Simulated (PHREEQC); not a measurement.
A made-up water analysis in mg/kgw, 15 °C, pH 3.44, pe 13:

```csv
constituent,mg/kgw
Na,1550
K,1600
Ca,128
Mg,369
Cl,144
S(6) as SO4,6890
Fe(3),8.22
Mn(2),129
Si as SiO2,90.1
N(5) as NO3,3.66
Pb,19
```

Cl is adjusted to close the charge balance.
Valence states are taken as typed.

Model: ion-association model, wateq4f.dat, run in PHREEQC.

This is a speciation only: nothing precipitates in the calculation.

Task: Order these S species by the share of S that they hold, largest first: NaSO4-, KSO4-, MgSO4, CaSO4, SO4-2.

Result: SO4-2 (73 %), MgSO4 (10 %), NaSO4- (6.6 %), KSO4- (4.7 %), CaSO4 (2.1 %)

Task: Order these Pb species by the share of Pb that they hold, largest first: Pb+2, Pb(SO4)2-2, PbSO4, PbCl+.

Result: PbSO4 (60 %), Pb+2 (22 %), Pb(SO4)2-2 (17 %), PbCl+ (1.6 %)

The pH is 3.44 and the ionic strength 0.185 mol/kgw. The solution is supersaturated, for example in Jarosite-K, Anglesite, so a real one may precipitate; this is no full list. Complexes and solids missing from the database can't appear.
